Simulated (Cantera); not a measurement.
# Premixed flame

A freely propagating, adiabatic, planar premixed flame of 28.8 % H2, 14.4 % O2, 54.1 % N2, 2.82 % H2O, equivalence ratio 1.0, unburnt at 550 K and 0.300 bar; mixture-averaged transport, grid criteria slope 0.08 and curve 0.16, no radiation.

Model: the H2/O2 subset of GRI-Mech 3.0, which has no nitrogen chemistry, integrated in Cantera. Burning velocities carry a grid error of a few per cent, more on coarse grids.

```csv
z (mm),T (K),u (m/s),x H2,x O2,x H2O,x O,x H2O2,x H
-6.49,550,5.57,0.288,0.144,0.0282,<1e-8,<1e-8,<1e-8
-4.33,550,5.57,0.288,0.144,0.0282,<1e-8,<1e-8,<1e-8
-3.25,550,5.57,0.288,0.144,0.0282,<1e-8,<1e-8,<1e-8
-2.16,550,5.57,0.288,0.144,0.0282,<1e-8,<1e-8,<1e-8
-1.08,555,5.61,0.286,0.144,0.0284,2.68e-6,1.06e-6,6.64e-5
-0.541,698,6.95,0.263,0.141,0.0406,0.000161,6.64e-6,0.00470
0,1123,10.8,0.152,0.102,0.126,0.00551,1.72e-6,0.0441
0.541,1428,13.5,0.0589,0.0437,0.230,0.0128,1.77e-6,0.0698
1.08,1562,14.7,0.0485,0.0332,0.249,0.0133,1.19e-6,0.0637
2.16,1709,15.9,0.0483,0.0292,0.258,0.0121,6.41e-7,0.0508
4.33,1864,17.2,0.0470,0.0254,0.270,0.0101,3.32e-7,0.0377
8.65,2019,18.4,0.0435,0.0215,0.283,0.00764,1.86e-7,0.0260
17.3,2161,19.5,0.0380,0.0176,0.298,0.00527,1.21e-7,0.0167
```
x: mole fraction of selected species; z is measured from the peak of heat release.

```
Quantity                     Value
------------------------  --------
laminar burning velocity  557 cm/s
thermal thickness          2.16 mm
peak x(O)                   0.0134
peak x(H2O2)               6.80e-6
peak x(H)                   0.0699
grid points                    137
```
